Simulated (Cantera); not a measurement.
A closed system holds: 1 mol TiCl4, 4.6 mol O2, 290 mol H2, at 1675 K and 750 Torr.

Cantera equilibrium calculation (NASA polynomials, part measured and part estimated; ideal gas, pure solids and liquids). Condensed phases not in the tables: Magnéli phases beyond Ti4O7. Equilibrium is a limit: real reactors are often held back by kinetics, nucleation or transport.

```csv
species,before,after
H2,0.961,0.989
HCl,0.0137,0.00956
TiCl3,2.83e-9,0.00111
H2O,0.0255,1.08e-6
TiCl2,<1e-9,0.000390
TiCl4,<1e-9,1.17e-5
H,0.000114,0.000115
"Ti4O7(s), mol",0.250,0
"TiO(s), mol",0,0.560
```
Gas species are given as mole fractions.

### Question
What was changed between the two runs?
A. O2 from 4.6 to 0.28 mol
B. pressure from 750 Torr to 3.83 Torr
C. temperature from 1675 K to 1900 K
D. H2 from 290 to 5 mol

### Answer
A, O2 from 4.6 to 0.28 mol. The tables' values for TiCl2 are old estimates; treat these amounts as uncertain. TiO: taken at fixed stoichiometry
